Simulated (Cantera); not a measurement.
## Equilibrium for tantalum, niobium, vanadium and zirconium in process gases: Zr + N₂O

Charge: 1 mol Zr, 0.72 mol N₂O, at 1 atm.

Cantera equilibrium calculation (NASA polynomials, part measured and part estimated; ideal gas, pure solids and liquids). Candidate condensed phases: Zr, ZrN, ZrO₂; 13 gas species. Mutual solubility and eutectic melting of coexisting phases are not modelled. ZrN: taken at fixed stoichiometry. Condensed phases not in the tables: solid solutions among these carbides, nitrides and lower oxides. Rates play no part.

From 2248 K to 2548 K the condensed part is ZrN(s) + ZrO₂(tetragonal). From 2623 K to 2698 K the condensed part is ZrN(s) + ZrO₂(s). The main Zr-bearing gas is ZrO throughout.

| T (K) | log p N₂ | log p ZrO | log p ZrO₂ | log p NO | n ZrN(s) | n ZrO₂(tetragonal) | n ZrO₂(s) |
|---|---|---|---|---|---|---|---|
| 2248 | 0.01 | -7.39 | -8.25 | -7.55 | 0.640 | 0.360 | 0 |
| 2323 | 0.01 | -6.80 | -7.68 | -7.21 | 0.640 | 0.360 | 0 |
| 2398 | 0.01 | -6.25 | -7.14 | -6.89 | 0.640 | 0.360 | 0 |
| 2473 | 0.01 | -5.73 | -6.63 | -6.59 | 0.640 | 0.360 | 0 |
| 2548 | 0.01 | -5.24 | -6.15 | -6.31 | 0.640 | 0.360 | 0 |
| 2623 | 0.01 | -4.79 | -5.70 | -6.04 | 0.640 | 0 | 0.360 |
| 2698 | 0.01 | -4.36 | -5.28 | -5.79 | 0.640 | 0 | 0.360 |
log p: log10 of the partial pressure in bar; n: condensed amount in mol.
